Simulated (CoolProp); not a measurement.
A single-stage vapour-compression cycle with the fluid: evaporating at 321.15 K (dew point), condensing at 372.15 K (bubble point), superheat 10 K, subcooling 8 K, compressor efficiency 0.85, no pressure losses. The same conditions are run with several fluids, on thermodynamics alone (safety and materials aside).

Computed with CoolProp (reference Helmholtz-energy equation of state of each fluid (sulfur dioxide: Gao 2016; n-pentane: Thol 2019; trans-2-butene: Lemmon 2005; isobutane: Bücker 2006; R236EA: Rui 2013; n-heptane: Span 2003)).

Q: Rank sulfur dioxide, n-pentane, trans-2-butene, isobutane, R236EA, n-heptane by cooling COP, highest first.

A: n-heptane (4.57), n-pentane (4.46), sulfur dioxide (4.37), trans-2-butene (4.34), R236EA (4.02), isobutane (3.98)

```json
[
 {"fluid": "sulfur dioxide", "pressure ratio": "3.42", "discharge temperature (K)": "438.9", "refrigerating effect (kJ/kg)": "275", "volumetric capacity (kJ/m³)": "5630"},
 {"fluid": "n-pentane", "pressure ratio": "3.87", "discharge temperature (K)": "372.1", "refrigerating effect (kJ/kg)": "257", "volumetric capacity (kJ/m³)": "1060"},
 {"fluid": "trans-2-butene", "pressure ratio": "3.23", "discharge temperature (K)": "380.7", "refrigerating effect (kJ/kg)": "262", "volumetric capacity (kJ/m³)": "2720"},
 {"fluid": "isobutane", "pressure ratio": "2.99", "discharge temperature (K)": "376.6", "refrigerating effect (kJ/kg)": "201", "volumetric capacity (kJ/m³)": "3200"},
 {"fluid": "R236EA", "pressure ratio": "3.59", "discharge temperature (K)": "373.2", "refrigerating effect (kJ/kg)": "93.5", "volumetric capacity (kJ/m³)": "2480"},
 {"fluid": "n-heptane", "pressure ratio": "5.94", "discharge temperature (K)": "372.2", "refrigerating effect (kJ/kg)": "264", "volumetric capacity (kJ/m³)": "169"}
]
```

The compression ends wet for: n-pentane; n-heptane.
